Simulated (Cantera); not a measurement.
A Cantera script and what it prints.

```python
import numpy as np
import cantera as ct

gas_names = """
    AL ALBr ALBr3 ALH AL2 AL2Br6 Br Br2 H HBr H2
""".split()
cond_names = """
    AL(cr) AL(L) ALBr3(s) ALBr3(L) Br2(cr) Br2(L)
""".split()


def load(file, names, dense=False):
    # The tables refer to 1 bar. Condensed volumes are neglected.
    table = {s.name: s for s in ct.Species.list_from_file(file)}
    out = []
    for n in names:
        d = dict(table[n].input_data)
        d["thermo"] = dict(d["thermo"], **{"reference-pressure": 1e5})
        if dense:
            d["equation-of-state"] = {"model": "constant-volume", "density": "1e6 g/cm^3"}
        out.append(ct.Species.from_dict(d))
    return out


gas = ct.Solution(thermo="ideal-gas", species=load("nasa_gas.yaml", gas_names))
cond = {s.name: ct.Solution(thermo="fixed-stoichiometry", species=[s], name=s.name)
        for s in load("nasa_condensed.yaml", cond_names, dense=True)}
atoms = {
    'Al': {'AL': 1},
    'HBr': {'H': 1, 'Br': 1},
    'H2': {'H': 2},
}
top_T = {}  # K; cautious upper limits of use, not melting points


def equilibrate(T, P, feed):
    n = {}
    for name, mol in feed.items():
        for a, k in atoms[name].items():
            n[a] = n.get(a, 0.0) + k * mol
    gas.TPX = T, P, n
    mass = sum(n.values()) * gas.mean_molecular_weight
    gas.equilibrate("TP")
    valid = [c for c in cond.values() if c.min_temp <= T <= top_T.get(c.name, c.max_temp)]
    mix = ct.Mixture([(gas, mass / gas.mean_molecular_weight)] + [(c, 0.0) for c in valid])
    mix.T, mix.P = T, P
    mix.equilibrate("TP", solver="vcs", rtol=1e-11, max_steps=5000)
    return mix


results = []
feed = {'Al': 1, 'HBr': 5.3, 'H2': 0.55}  # mol
P = 2400  # Pa
for T in [423, 523, 623, 723, 823, 923, 1023, 1123, 1223, 1323, 1423, 1523]:
    mix = equilibrate(T, P, feed)
    results.append((T, P, feed, dict(zip(mix.species_names, mix.species_moles))))
    x = sorted(zip(gas.X, gas.species_names), reverse=True)
    print(f"T = {T:g} K  P = {P:g} Pa  gas = {mix.phase_moles(0):.4g} mol")
    print("   x: " + "  ".join(f"{s} {v:.3e}" for v, s in x if v > 1e-05))
    print("   condensed (mol): " + ("  ".join(f"{mix.phase(i).name} {mix.phase_moles(i):.4g}"
          for i in range(1, mix.n_phases) if mix.phase_moles(i) > 1e-12) or "none"))
```

Output:

```
T = 423 K  P = 2400 Pa  gas = 4.853 mol
   x: HBr 4.739e-01  H2 4.224e-01  AL2Br6 1.024e-01  ALBr3 1.176e-03
   condensed (mol): none
T = 523 K  P = 2400 Pa  gas = 4.909 mol
   x: HBr 4.685e-01  H2 4.176e-01  AL2Br6 8.984e-02  ALBr3 2.404e-02
   condensed (mol): none
T = 623 K  P = 2400 Pa  gas = 5.161 mol
   x: HBr 4.456e-01  H2 3.972e-01  ALBr3 1.206e-01  AL2Br6 3.658e-02
   condensed (mol): none
T = 723 K  P = 2400 Pa  gas = 5.327 mol
   x: HBr 4.317e-01  H2 3.848e-01  ALBr3 1.792e-01  AL2Br6 4.278e-03
   condensed (mol): none
T = 823 K  P = 2400 Pa  gas = 5.347 mol
   x: HBr 4.301e-01  H2 3.834e-01  ALBr3 1.860e-01  AL2Br6 5.160e-04
   condensed (mol): none
T = 923 K  P = 2400 Pa  gas = 5.349 mol
   x: HBr 4.299e-01  H2 3.832e-01  ALBr3 1.867e-01  AL2Br6 9.611e-05
   condensed (mol): none
T = 1023 K  P = 2400 Pa  gas = 5.35 mol
   x: HBr 4.299e-01  H2 3.832e-01  ALBr3 1.869e-01  Br 2.603e-05  AL2Br6 2.527e-05
   condensed (mol): none
T = 1123 K  P = 2400 Pa  gas = 5.35 mol
   x: HBr 4.298e-01  H2 3.832e-01  ALBr3 1.869e-01  Br 1.282e-04
   condensed (mol): none
T = 1223 K  P = 2400 Pa  gas = 5.351 mol
   x: HBr 4.293e-01  H2 3.833e-01  ALBr3 1.869e-01  Br 4.879e-04
   condensed (mol): none
T = 1323 K  P = 2400 Pa  gas = 5.354 mol
   x: HBr 4.281e-01  H2 3.836e-01  ALBr3 1.868e-01  Br 1.518e-03
   condensed (mol): none
T = 1423 K  P = 2400 Pa  gas = 5.361 mol
   x: HBr 4.251e-01  H2 3.843e-01  ALBr3 1.864e-01  Br 4.017e-03  ALBr 8.855e-05  H 2.658e-05  Br2 1.026e-05
   condensed (mol): none
T = 1523 K  P = 2400 Pa  gas = 5.378 mol
   x: HBr 4.195e-01  H2 3.852e-01  ALBr3 1.853e-01  Br 9.301e-03  ALBr 6.003e-04  H 9.259e-05  Br2 1.825e-05
   condensed (mol): none
```

Equilibrium computed with Cantera from the NASA thermochemical tables; the gas is ideal and each condensed phase is pure.
